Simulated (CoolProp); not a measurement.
Vapour-liquid equilibrium of carbon dioxide (1) + R227EA (2) at -37.05 °C; x and y are mole fractions of (1).

Model: multi-fluid Helmholtz-energy mixture model, Span 1996 and Lemmon 2016; pair parameters Bell 2016, in CoolProp.

```tsv
x	bubble pressure (MPa)	y at the bubble point	dew pressure at overall composition x (MPa)	liquid density (mol/L)
0.05	0.08743	0.581	0.03961	9.834
0.125	0.1641	0.788	0.04295	10.39
0.2	0.2416	0.864	0.04689	11.00
0.275	0.3192	0.904	0.05161	11.67
0.35	0.3963	0.928	0.05738	12.41
0.425	0.4729	0.944	0.06458	13.23
0.5	0.5494	0.957	0.07385	14.16
0.575	0.6267	0.966	0.08620	15.20
0.65	0.7056	0.974	0.1035	16.38
0.725	0.7873	0.981	0.1295	17.74
0.8	0.8725	0.987	0.1727	19.32
0.875	0.9619	0.992	0.2589	21.17
0.95	1.055	0.997	0.5052	23.38
```

No azeotrope shows between x = 0.05 and 0.95.

The pair parameters rest on a limited set of measurements; away from them the model extrapolates.
